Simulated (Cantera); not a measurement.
What does this Cantera script print?

```python
import numpy as np
import cantera as ct

gas_names = """
    H H2 N NH NH2 NH3 N2 N2H2 N2H4 V VN
""".split()
cond_names = """
    V(cr) V(L) VN(s)
""".split()


def load(file, names, dense=False):
    # The tables refer to 1 bar. Condensed volumes are neglected.
    table = {s.name: s for s in ct.Species.list_from_file(file)}
    out = []
    for n in names:
        d = dict(table[n].input_data)
        d["thermo"] = dict(d["thermo"], **{"reference-pressure": 1e5})
        if dense:
            d["equation-of-state"] = {"model": "constant-volume", "density": "1e6 g/cm^3"}
        out.append(ct.Species.from_dict(d))
    return out


gas = ct.Solution(thermo="ideal-gas", species=load("nasa_gas.yaml", gas_names))
cond = {s.name: ct.Solution(thermo="fixed-stoichiometry", species=[s], name=s.name)
        for s in load("nasa_condensed.yaml", cond_names, dense=True)}
atoms = {
    'V': {'V': 1},
    'NH3': {'N': 1, 'H': 3},
}
top_T = {'VN(s)': 2300}  # K; cautious upper limits of use, not melting points


def equilibrate(T, P, feed):
    n = {}
    for name, mol in feed.items():
        for a, k in atoms[name].items():
            n[a] = n.get(a, 0.0) + k * mol
    gas.TPX = T, P, n
    mass = sum(n.values()) * gas.mean_molecular_weight
    gas.equilibrate("TP")
    valid = [c for c in cond.values() if c.min_temp <= T <= top_T.get(c.name, c.max_temp)]
    mix = ct.Mixture([(gas, mass / gas.mean_molecular_weight)] + [(c, 0.0) for c in valid])
    mix.T, mix.P = T, P
    mix.equilibrate("TP", solver="vcs", rtol=1e-11, max_steps=5000)
    return mix


results = []
T = 1948  # K
P = 13332.2  # Pa
for m in [0.71, 1.6, 2.4, 3.2, 4.1, 4.9, 5.8, 6.6, 7.4, 8.3, 9.1, 10]:
    feed = {'V': 1, 'NH3': m}  # mol
    mix = equilibrate(T, P, feed)
    results.append((T, P, feed, dict(zip(mix.species_names, mix.species_moles))))

top = {s: max(r[3][s] / sum(r[3][g] for g in gas_names) for r in results) for s in gas_names}
cols = sorted((s for s in top if top[s] > 1e-06), key=lambda s: -top[s])[:6]
seen = [c for c in cond_names if any(r[3].get(c, 0) > 1e-12 for r in results)]
print("log10 of partial pressures in bar; condensed amounts in mol")
print(f"{'n(NH3)':>10s}" + "".join(f"{s[:9]:>10s}" for s in cols + seen))
for T, P, feed, n in results:
    ng = sum(n[g] for g in gas_names)
    print(f"{feed['NH3']:10.4g}" + "".join(f"{np.log10(max(n[s] / ng * P / 1e5, 1e-99)):10.3f}" for s in cols)
          + "".join(f"{n.get(c, 0):10.4g}" for c in seen))
```

It prints:

```
log10 of partial pressures in bar; condensed amounts in mol
    n(NH3)        H2        N2         H         V     V(cr)     VN(s)
      0.71    -0.880    -2.995    -3.387    -5.989    0.3063    0.6937
       1.6    -0.928    -1.830    -3.411    -6.571         0         1
       2.4    -0.954    -1.664    -3.424    -6.654         0         1
       3.2    -0.966    -1.605    -3.430    -6.684         0         1
       4.1    -0.974    -1.572    -3.434    -6.700         0         1
       4.9    -0.979    -1.554    -3.436    -6.709         0         1
       5.8    -0.982    -1.541    -3.438    -6.716         0         1
       6.6    -0.985    -1.532    -3.439    -6.720         0         1
       7.4    -0.986    -1.526    -3.440    -6.723         0         1
       8.3    -0.988    -1.520    -3.441    -6.726         0         1
       9.1    -0.989    -1.516    -3.442    -6.728         0         1
        10    -0.990    -1.513    -3.442    -6.730         0         1
```

Equilibrium computed with Cantera from the NASA thermochemical tables; the gas is ideal and each condensed phase is pure. Mutual solubility and eutectic melting of coexisting phases are not modelled. VN: taken at fixed stoichiometry. Condensed phases not in the tables: V2N, N, O or C dissolved in the metal.
